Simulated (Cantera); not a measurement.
Charge: 1 mol Cu, 2.3 mol F2, 0.37 mol N2, 15 mol HF, held at 750 Torr.

Method: chemical equilibrium by Gibbs-energy minimisation in Cantera with the NASA 1993 tables (ideal gas, pure condensed phases). Candidate condensed phases: Cu, CuF2; 25 gas species. Kinetics and transport are ignored.

x: gas mole fraction; n: condensed amount in mol.

```csv
T (K),x HF,x F,x F2,x NF3,x N2,x CuF2,n CuF2(s),n CuF2(l)
725,0.933,0.000363,0.0242,0.0377,0.00418,…,1.00,0
775,0.924,0.00110,0.0384,0.0274,0.00908,…,1.00,0
825,0.913,0.00278,0.0532,0.0164,0.0143,…,1.00,0
875,0.904,0.00601,0.0632,0.00811,0.0183,…,1.000,0
925,0.898,0.0114,0.0668,0.00355,0.0204,…,1.000,0
975,0.892,0.0195,0.0654,0.00148,0.0213,…,1.000,0
1025,0.886,0.0307,0.0605,0.000611,0.0216,…,1.000,0
1075,0.880,0.0452,0.0532,0.000250,0.0216,…,0.998,0
1125,0.872,0.0622,0.0443,9.98e-5,0.0215,…,0,0.995
1175,0.863,0.0802,0.0346,3.84e-5,0.0213,…,0,0.987
1225,0.855,0.0972,0.0254,1.41e-5,0.0211,…,0,0.971
```

Q: Fill in the missing entries.

A: 
- 725, x CuF2: 9.39e-11
- 775, x CuF2: 1.53e-9
- 825, x CuF2: 1.76e-8
- 875, x CuF2: 1.50e-7
- 925, x CuF2: 1.01e-6
- 975, x CuF2: 5.50e-6
- 1025, x CuF2: 2.52e-5
- 1075, x CuF2: 9.91e-5
- 1125, x CuF2: 0.000314
- 1175, x CuF2: 0.000753
- 1225, x CuF2: 0.00167
